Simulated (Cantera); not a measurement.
Equilibrium for oxide etching and cleaning by halides: SiO₂ + F₂ + H₂

Feed: 1 mol SiO₂, 12 mol F₂, 26 mol H₂, held at 825 °C and 0.370 bar.

Cantera equilibrium calculation (NASA polynomials, part measured and part estimated; ideal gas, pure solids and liquids). Candidate condensed phases: H₂O, Si, SiO₂; 38 gas species. Kinetics and transport are ignored.

| Property | Result |
|---|---|
| x(HF) | 0.541 |
| x(H₂) | 0.378 |
| x(H₂O) | 0.0541 |
| x(SiF₄) | 0.0270 |
| x(H₂F₂) | 3.12e-6 |
| gas amount | 37.00 mol |
| log10 activity of Si(s) (absent) | -17.18 |
